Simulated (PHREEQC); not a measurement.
A made-up water analysis in mg/L, 25 °C, pH 7.35, pe 8.2: Na 604; K 0.814; Ca 193; Mg 148; Cl 1170; S(6) as SO4 292; Alkalinity as HCO3 502; Br 56.2; Cu(2) 1.05; N(5) as NO3 48; Cd 26; Zn 1.1.

Valence states are taken as typed.

Equilibrium calculation in PHREEQC: ion-association model, wateq4f.dat.

Task: The ionic strength comes out as 0.0580 mol/kgw. What activity coefficients do Cd+2, CdBr+, CdHCO3+, ZnHCO3+, CdCl+ get?

Result: Cd+2 0.44, CdBr+ 0.81, CdHCO3+ 0.81, ZnHCO3+ 0.81, CdCl+ 0.81.

Precipitation was switched off in this run. Examples of supersaturated solids here: Otavite, Malachite. Others may be too. Species that the database lacks are ignored. The database's constant for dissolved Cu(OH)2 is higher than later reviews accept. The database's zinc carbonate complexes are estimates, stronger than later reviews accept.
